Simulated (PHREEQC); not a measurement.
0.5 mol of Atacamite (Cu2(OH)3Cl) is brought to equilibrium with 1 kg of water holding 79 mmol/kgw NaOH, at 25 °C under several pressures of CO2. Oxygen is held at 0.21 atm. The run lets Atacamite, Cu(OH)2, Malachite, Halite, Nahcolite, Natron precipitate or redissolve, and no other solid.

The numbers come from PHREEQC with the ion-association model, wateq4f.dat.

```csv
log pCO2 (atm),pH,dissolved Cu (mol/kgw),dissolved Cl (mol/kgw),Cu(OH)2 (mol)
-5,8.73,8.99e-6,0.0789,0.158
-4.5,8.73,9.02e-6,0.0786,0.157
-4,…,6.40e-6,0.0783,0
-3.5,7.92,…,0.0784,0
-3,7.42,2.79e-6,0.0784,0
-2.5,6.92,4.09e-6,0.0784,0
-2,6.42,1.45e-5,0.0784,0
-1.5,5.92,…,0.0785,0
-1,5.42,0.000398,0.0791,0
-0.5,4.93,0.00212,0.0824,0
0,4.49,0.00981,0.0969,0
```

Q: What belongs in the gaps?

A: 
- -4, pH: 8.42
- -3.5, dissolved Cu (mol/kgw): 3.82e-6
- -1.5, dissolved Cu (mol/kgw): 7.34e-5

Complexes and solids missing from the database can't appear. The database's constant for dissolved Cu(OH)2 is higher than later reviews accept.
